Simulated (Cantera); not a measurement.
## Thermal oxidation and active oxidation of silicon: Si + N2O + N2

Charge: 1 mol Si, a varied amount of N2O, 490 mol N2, equilibrated at 1998 K and 1.00 bar.

These are equilibrium values from Cantera (NASA tables, ideal gas, pure condensed phases), not measurements of a reactor. Candidate condensed phases: Si, SiO2, Si2N2O, Si3N4; 16 gas species. The tables hold silica as quartz up to 1696 K and as liquid above; real silica turns to tridymite and cristobalite and melts near 1996 K. The numbers say what is thermodynamically allowed, not how fast it happens.

```csv
n(N2O) (mol),log p N2,log p SiO,log p Si,log p SiN,log p Si2N,log p SiO2,n Si3N4(s),n SiO2(l)
0.017,0.00,-4.46,-4.90,-5.48,-5.90,<-12,0.325,0
0.025,0.00,-4.29,-4.90,-5.48,-5.90,<-12,0.322,0
0.039,0.00,-4.10,-4.90,-5.48,-5.90,<-12,0.317,0
0.06,0.00,-3.91,-4.90,-5.48,-5.90,<-12,0.310,0
0.092,0.00,-3.73,-4.90,-5.48,-5.90,<-12,0.300,0
0.14,0.00,-3.54,-4.90,-5.48,-5.90,<-12,0.284,0
0.22,0.00,-3.35,-4.90,-5.48,-5.90,-11.78,0.257,0
0.33,0.00,-3.17,-4.90,-5.48,-5.90,-11.42,0.220,0
0.51,0.00,-2.98,-4.90,-5.48,-5.89,-11.05,0.160,0
0.78,0.00,-2.80,-4.90,-5.48,-5.89,-10.68,0.0703,0
1.2,0.00,-2.79,-8.95,-9.53,<-12,-6.61,0,0.200
```
log p: log10 of the partial pressure in bar; n: condensed amount in mol.

From 0.017 mol N2O to 0.78 mol N2O the condensed part is Si3N4(s). At 1.2 mol N2O the condensed part is SiO2(l). The main Si-bearing gas is SiO throughout. The share of Si in condensed phases is highest at 0.017 mol N2O (97.4 %) and lowest at 1.2 mol N2O (20.0 %).
